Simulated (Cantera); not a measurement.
A Cantera script and what it prints.

```python
import numpy as np
import cantera as ct

gas_names = """
    B BH BH2 BH3 BN B2 H H2 N NH NH2 NH3 N2 N2H2 N2H4
""".split()
cond_names = """
    B(b) B(L) BN(s)
""".split()


# ... load() reads the species with a 1 bar reference pressure and builds the phases ...
atoms = {
    'B': {'B': 1},
    'NH3': {'N': 1, 'H': 3},
}
top_T = {'BN(s)': 3200}  # K; cautious upper limits of use, not melting points


# ... equilibrate(T, P, feed) seeds the gas with the atoms and calls Mixture.equilibrate('TP', solver="vcs", rtol=1e-11, max_steps=5000) ...
results = []
feed = {'B': 1, 'NH3': 3.7}  # mol
T = 1300  # K
P = 133.322  # Pa
mix = equilibrate(T, P, feed)
results.append((T, P, feed, dict(zip(mix.species_names, mix.species_moles))))
print(gas.report(threshold=0.0001))
for i in range(1, mix.n_phases):
    print(f"{mix.phase(i).name:16s} {mix.phase_moles(i):12.5e} mol")
```

It prints:

```
       temperature   1300 K
          pressure   133.32 Pa
           density   8.7606e-05 kg/m^3
  mean mol. weight   7.1025 kg/kmol
   phase of matter   gas

                          1 kg             1 kmol
                     ---------------   ---------------
          enthalpy        4.2592e+06        3.0251e+07  J
   internal energy        2.7374e+06        1.9442e+07  J
           entropy             34597        2.4573e+05  J/K
    Gibbs function       -4.0718e+07       -2.8919e+08  J
 heat capacity c_p            4508.5             32021  J/K
 heat capacity c_v            3337.8             23707  J/K

                      mass frac. Y      mole frac. X     chem. pot. / RT
                     ---------------   ---------------   ---------------
                H2            0.2283           0.80432           -25.034
                N2           0.77169           0.19565           -33.835
     [  +13 minor]        3.9832e-06        2.7225e-05

B(b)              0.00000e+00 mol
BN(s)             1.00000e+00 mol
```

Equilibrium computed with Cantera from the NASA thermochemical tables; the gas is ideal and each condensed phase is pure.
